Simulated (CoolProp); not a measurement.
Vapour-liquid equilibrium of propylene (1) + dimethyl ether (2) at 0.207 MPa; x and y are mole fractions of (1).

Computed with CoolProp (multi-fluid Helmholtz-energy mixture model, Lemmon 2013 and Wu 2011; pair parameters Bell 2016).

```csv
x,"bubble temperature, mixture model (°C)","bubble temperature, Raoult's law (°C)","y, mixture model","y, Raoult's law"
0.05,-9.3,-8.7,0.122,0.108
0.125,-12.3,-11.1,0.274,0.250
0.2,-15.0,-13.3,0.396,0.371
0.275,-17.3,-15.4,0.495,0.476
0.35,-19.4,-17.4,0.577,0.566
0.425,-21.2,-19.3,0.647,0.644
0.5,-22.8,-21.0,0.707,0.712
0.575,-24.2,-22.7,0.760,0.772
0.65,-25.6,-24.2,0.807,0.825
0.725,-26.8,-25.7,0.851,0.871
0.8,-27.9,-27.1,0.893,0.912
0.875,-28.9,-28.5,0.933,0.948
0.95,-29.9,-29.8,0.973,0.980
```

The largest gap from Raoult's law is -2.0 K in bubble temperature, at x = 0.35. No azeotrope shows between x = 0.05 and 0.95.

Pair parameters are fitted to limited data, so mixtures are less certain than the pure fluids.
